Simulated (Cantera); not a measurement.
Input: 1 mol B2H6, 1.5 mol H2O, 0.38 mol N2, held at 3200 Pa.

These are equilibrium values from Cantera (NASA tables, ideal gas, pure condensed phases), not measurements of a reactor. Candidate condensed phases: B, BN, B2O3, B3O3H3, H2O; 39 gas species. The feed counts by its element totals alone. Mutual solubility and eutectic melting of coexisting phases are not modelled. The tables' values for BH2 are old estimates; treat these amounts as uncertain. The numbers say what is thermodynamically allowed, not how fast it happens. All values below are at 1350 °C.

Base state: H2 0.899, HBO 0.0646, B2O2 0.0255, B2O3 0.00687, HBO2 0.00209, B3O3H3 0.00102, BO 0.000580, H 0.000366 (mole fractions); condensed: B(s) + BN(s) + B2O3(l).

Q: What changes in the equilibrium state with this change: pressure from 3200 Pa to 14.0 Pa?

A: 
| species | before | after |
|---|---|---|
| H2 | 0.899 | 0.785 |
| HBO | 0.0646 | 0.0983 |
| B2O2 | 0.0255 | 0.0675 |
| N2 | 3.53e-6 | 0.0187 |
| BO | 0.000580 | 0.0143 |
| B3O3H3 | 0.00102 | 6.90e-8 |
| H | 0.000366 | 0.00518 |
| BH2 | 2.88e-5 | 5.22e-6 |
| B2O | 2.55e-6 | 1.31e-5 |
| H2O | 3.21e-5 | 1.45e-5 |
| B(s), mol | 0.0518 | 0 |
| BN(s), mol | 0.760 | 0.559 |
| B2O3(l), mol | 0.269 | 0 |

Q: What changes in the equilibrium state with this change: pressure from 3200 Pa to 29.0 Pa?

A: 
```tsv
species	before	after
H2	0.899	0.796
HBO	0.0646	0.0952
B2O2	0.0255	0.0624
N2	3.53e-6	0.0152
B2O3	0.00687	0.0156
B3O3H3	0.00102	2.68e-7
BO	0.000580	0.00954
H	0.000366	0.00362
BH2	2.88e-5	4.08e-6
B(s), mol	0.0518	0
BN(s), mol	0.760	0.598
B2O3(l), mol	0.269	0
```
